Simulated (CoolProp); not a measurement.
Vapour-liquid equilibrium of o-xylene (1) + n-decane (2) at 0.0101 MPa; x and y are mole fractions of (1).

Values from CoolProp's multi-fluid Helmholtz-energy mixture model, Zhou 2012 and Lemmon 2006; pair parameters Bell 2016.

| x | bubble temperature, mixture model (K) | bubble temperature, Raoult's law (K) | y, mixture model | y, Raoult's law |
|---|---|---|---|---|
| 0.05 | 372.4 | 372.4 | 0.126 | 0.128 |
| 0.125 | 369.4 | 369.4 | 0.286 | 0.288 |
| 0.2 | 366.7 | 366.7 | 0.417 | 0.418 |
| 0.275 | 364.1 | 364.2 | 0.524 | 0.525 |
| 0.35 | 361.8 | 361.9 | 0.613 | 0.614 |
| 0.425 | 359.7 | 359.8 | 0.688 | 0.688 |
| 0.5 | 357.7 | 357.8 | 0.751 | 0.751 |
| 0.575 | 355.9 | 356.0 | 0.804 | 0.805 |
| 0.65 | 354.1 | 354.2 | 0.850 | 0.852 |
| 0.725 | 352.6 | 352.6 | 0.890 | 0.892 |
| 0.8 | 351.1 | 351.1 | 0.925 | 0.926 |
| 0.875 | 349.7 | 349.7 | 0.956 | 0.957 |
| 0.95 | 348.3 | 348.3 | 0.983 | 0.984 |

The largest gap from Raoult's law is -0.1 K in bubble temperature, at x = 0.5. No azeotrope shows between x = 0.05 and 0.95.

The pair parameters rest on a limited set of measurements; away from them the model extrapolates.
